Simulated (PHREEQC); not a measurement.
Solution (25 °C): 0.047 mol/kgw HF, 0.012 mol/kgw H2SiF6 and 0.0061 mol/kgw H2SO4. Closed to the air; pH follows from the charge balance.

Equilibrium calculation in PHREEQC: ion-association model, phreeqc.dat.

```tsv
quantity	before	after
pH	1.54	1.34
HSO4- (mol/kgw)	0.00375	0.00426
SO4-2 (mol/kgw)	0.00235	0.00184
F- (mol/kgw)	0.00129	0.00822
```

**Question.** Which change was made?
A. H2SiF6 left out
B. temperature from 25 to 5 °C
C. H2SO4 from 0.0061 to 0.00915 mol/kgw
D. diluted 10-fold with water
E. HF from 0.047 to 0.47 mol/kgw

**Answer.** E, HF from 0.047 to 0.47 mol/kgw

Precipitation was switched off in this run. SiF6-2 is the database's only silicon fluoride.
